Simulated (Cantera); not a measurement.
A Cantera script and what it prints.

```python
import numpy as np
import cantera as ct

gas_names = """
    OH H
""".split()
cond_names = """
    Sr(a) Sr(b) Sr(L) SrO(s) SrO(L)
""".split()


# ... load() reads the species with a 1 bar reference pressure and builds the phases ...
species = {s.name: s for s in load("nasa_gas.yaml", gas_names) + load("nasa_condensed.yaml", cond_names)}
# Each term lists the table entries of one substance; the one whose range holds T is used.
reactions = {
    'Sr + OH(g) = H(g) + SrO':
        [(-1, ['Sr(a)', 'Sr(b)', 'Sr(L)']), (-1, ['OH']), (1, ['H']), (1, ['SrO(s)', 'SrO(L)'])],
}


def pick(names, T):
    return next(species[n] for n in names if species[n].thermo.min_temp <= T <= species[n].thermo.max_temp)


results = []
for label, terms in reactions.items():
    print(label)
    print("     T/K   dH/kJ  dS/(J/K)   dG/kJ   log10 K")
    for T in [1298, 1323, 1348, 1373, 1398, 1423, 1448, 1473, 1498, 1523, 1548]:
        used = [(nu, pick(names, T)) for nu, names in terms]
        dH = sum(nu * s.thermo.h(T) for nu, s in used) / 1e6
        dS = sum(nu * s.thermo.s(T) for nu, s in used) / 1e3
        dG = dH - T * dS / 1e3
        logK = -dG * 1e6 / (ct.gas_constant * T * np.log(10))
        results.append((label, T, dH, dS, dG, logK, [s.name for _, s in used]))
        print(f"{T:8g} {dH:8.1f} {dS:8.1f} {dG:8.1f} {logK:8.2f}")
```

Result:

```
Sr + OH(g) = H(g) + SrO
     T/K   dH/kJ  dS/(J/K)   dG/kJ   log10 K
    1298   -409.5    -58.5   -333.5    13.42
    1323   -409.2    -58.3   -332.1    13.11
    1348   -409.0    -58.1   -330.6    12.81
    1373   -408.7    -57.9   -329.2    12.52
    1398   -408.4    -57.7   -327.7    12.25
    1423   -408.2    -57.5   -326.3    11.98
    1448   -407.9    -57.4   -324.9    11.72
    1473   -407.7    -57.2   -323.4    11.47
    1498   -407.4    -57.0   -322.0    11.23
    1523   -407.1    -56.8   -320.6    10.99
    1548   -406.9    -56.7   -319.2    10.77
```

Standard-state values (1 bar) from the NASA 1993 polynomials, evaluated with Cantera. Condensed species are held in their standard states even where they would react or evaporate.
